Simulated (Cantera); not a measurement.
A Cantera script and what it prints.

```python
import numpy as np
import cantera as ct

gas_names = [...]  # 92 gases of nasa_gas.yaml made of C, H, N
cond_names = """
    C(gr) C6H6(L) C7H8(L) C8H18(L),n-octa
""".split()


# ... load() reads the species with a 1 bar reference pressure and builds the phases ...
atoms = {
    'CH4': {'C': 1, 'H': 4},
    'H2': {'H': 2},
    'NH3': {'N': 1, 'H': 3},
}
top_T = {'C(gr)': 4500}  # K; cautious upper limits of use, not melting points


# ... equilibrate(T, P, feed) seeds the gas with the atoms and calls Mixture.equilibrate('TP', solver="vcs", rtol=1e-11, max_steps=5000) ...
results = []
feed = {'CH4': 1, 'H2': 4.1, 'NH3': 0.047}  # mol
T = 2575  # K
for P in [10, 46, 220, 1000, 4600, 22000, 100000, 460000, 2200000, 10000000]:
    mix = equilibrate(T, P, feed)
    results.append((T, P, feed, dict(zip(mix.species_names, mix.species_moles))))

top = {s: max(r[3][s] / sum(r[3][g] for g in gas_names) for r in results) for s in gas_names}
cols = sorted((s for s in top if top[s] > 1e-05), key=lambda s: -top[s])[:5]
seen = [c for c in cond_names if any(r[3].get(c, 0) > 1e-12 for r in results)]
print("log10 of partial pressures in bar; condensed amounts in mol")
print(f"{'P/Pa':>10s}" + "".join(f"{s[:9]:>10s}" for s in cols + seen))
for T, P, feed, n in results:
    ng = sum(n[g] for g in gas_names)
    print(f"{P:10.4g}" + "".join(f"{np.log10(max(n[s] / ng * P / 1e5, 1e-99)):10.3f}" for s in cols)
          + "".join(f"{n.get(c, 0):10.4g}" for c in seen))
```

It prints:

```
log10 of partial pressures in bar; condensed amounts in mol
      P/Pa        H2         H        C3 C2H2,acet       CH4     C(gr)
        10    -5.165    -4.043    -5.812    -6.998   -14.206     0.294
        46    -3.987    -3.454    -5.812    -5.820   -11.850    0.7747
       220    -2.979    -2.950    -5.812    -4.812    -9.833    0.8282
      1000    -2.158    -2.539    -5.812    -3.990    -8.190     0.817
      4600    -1.416    -2.168    -5.812    -3.248    -6.706     0.806
   2.2e+04    -0.698    -1.810    -5.812    -2.531    -5.272    0.7995
     1e+05    -0.024    -1.472    -5.812    -1.857    -3.923    0.7957
   4.6e+05     0.647    -1.137    -5.812    -1.186    -2.582    0.7906
   2.2e+06     1.329    -0.796    -5.812    -0.504    -1.217    0.7739
     1e+07     1.983    -0.469    -5.812     0.151     0.092    0.7076
```

These are equilibrium values from Cantera (NASA tables, ideal gas, pure condensed phases), not measurements of a reactor. The ideal-gas law is rough above about 30 bar.
